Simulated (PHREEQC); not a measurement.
1 kg of water holding 0.032 mol/kgw NaCl, 0.0075 mol/kgw CaCl2 and 0.004 mol/kgw MgCl2 is evaporated at 25 °C; the solids stay in contact with the brine. No CO2 enters from the air. Only these solids could form: Bischofite, Brucite, Halite, Portlandite, MgCl2_4H2O.

The numbers come from PHREEQC with the Pitzer model, pitzer.dat.

```tsv
water left (kg)	ionic strength	water activity	Halite (mol)	Mg in solution (mol/kgw)	Ca in solution (mol/kgw)
1	0.0665	0.998	0	0.00400	0.00750
0.6755	0.0984	0.998	0	0.00592	0.0111
0.4563	0.146	0.996	0	0.00877	0.0164
0.3082	0.216	0.995	0	0.0130	0.0243
0.2082	0.319	0.992	0	0.0192	0.0360
0.1407	0.473	0.989	0	0.0284	0.0533
0.09502	0.700	0.983	0	0.0421	0.0789
0.05275	1.26	0.969	0	0.0758	0.142
0.03564	1.87	0.952	0	0.112	0.210
0.02407	2.76	0.926	0	0.166	0.312
0.01627	4.09	0.881	0	0.246	0.461
0.01099	6.05	0.805	0	0.364	0.682
0.007426	8.16	0.721	0.00586	0.539	1.01
0.005012	9.32	0.692	0.0198	0.798	1.50
```

Halite from water left = 0.007426 kg.
